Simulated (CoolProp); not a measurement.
m-xylene along the isotherm 109.85 °C: fugacity coefficient from the reference equation and from simpler models built on Tc = 343.7 °C, pc = 3535 kPa, ω = 0.326; each cubic takes its own stable root.

Values from CoolProp's reference Helmholtz-energy equation of state, Zhou 2012.

```csv
p (kPa),phase,reference
736,liquid,0.05893
1470,liquid,0.03044
2210,liquid,0.02089
2950,liquid,0.01615
3680,liquid,0.01335
4420,liquid,0.01147
5150,liquid,0.01015
5890,liquid,0.009159
6630,liquid,0.008394
7360,liquid,0.007798
8100,liquid,0.007309
8840,liquid,0.006909
```

Problem. How far does each simpler model (Soave-Redlich-Kwong, Peng-Robinson) lie from the reference over these 12 states: mean and median of the absolute difference, and the worst?

Solution. 
- Soave-Redlich-Kwong: mean 1.8 %, median 1.6 %, worst +4.1 % at 109.85 °C and 8840 kPa
- Peng-Robinson: mean 0.7 %, median 0.7 %, worst +1.0 % at 109.85 °C and 8840 kPa
